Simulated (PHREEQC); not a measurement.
1 kg of water holding 0.2 mol NaCl meets 20 L of dry gas (H2 1 by moles) at fixed total pressure, at 100 °C; fugacities by Peng-Robinson. The gases take part in no redox reaction, some water evaporates into the gas, and hydrates or a liquid gas phase aren't modelled. No solid was allowed to form.

Model: ion-association model, phreeqc.dat, run in PHREEQC.

Problem. Predict dissolved H2 (mol/kgw) at P (atm) = 20, 40, 75.

Solution. 
| P (atm) | dissolved H2 (mol/kgw) |
|---|---|
| 20 | 0.0142 |
| 40 | 0.0287 |
| 75 | 0.0533 |

Constants without temperature data keep their 25 °C values here.
